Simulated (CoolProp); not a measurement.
The fluid at 300.08 K and 1.82 MPa flows at 16 m/s in a round tube of 4.6 mm bore and 0.25 µm roughness, fully developed (64/Re and Nu = 3.66 if laminar; Colebrook and Gnielinski if turbulent). The same conditions are run with several fluids, on thermodynamics alone (safety and materials aside).

Values from CoolProp's reference Helmholtz-energy equation of state of each fluid (ethane: Bücker 2006; carbon dioxide: Span 1996; C2F6 (R116): Lemmon 2006; R13: Platzer 1990; methane: Setzmann 1991). The equations of Platzer and Polt are older, rougher fits.

| fluid | Reynolds number | Darcy friction factor | pressure drop (Pa/m) | heat-transfer coefficient (W/(m² K)) | mass flow (kg/h) |
|---|---|---|---|---|---|
| ethane | 190000 | 0.0162 | 11600 | 1810 | 24.7 |
| carbon dioxide | 171000 | 0.0165 | 16300 | 1240 | 33.9 |
| C2F6 (R116) | 628000 | 0.0135 | 48200 | 3400 | 123 |
| R13 | 454000 | 0.0141 | 36700 | 2220 | 89.6 |
| methane | 77200 | 0.0193 | 6470 | 1200 | 11.6 |

Transport values come from each fluid's own correlations; those of C2F6 (R116), R13 are estimates that may be off by 10 % or more.
